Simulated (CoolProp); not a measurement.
Vapour-liquid equilibrium of R22 (1) + R152A (2) at 323 kPa; x and y are mole fractions of (1).

Values from CoolProp's multi-fluid Helmholtz-energy mixture model, Kamei 1995 and Outcalt 1996; pair parameters Bell 2016.

### Question
Give the bubble temperature and the first vapour's composition at x = 0.05, 0.275, 0.65. Is there an azeotrope?

### Answer
x = 0.05: 278.0 K, y = 0.076; x = 0.275: 273.9 K, y = 0.384; x = 0.65: 266.9 K, y = 0.777. No azeotrope shows between x = 0.05 and 0.95.

The pair parameters rest on a limited set of measurements; away from them the model extrapolates.
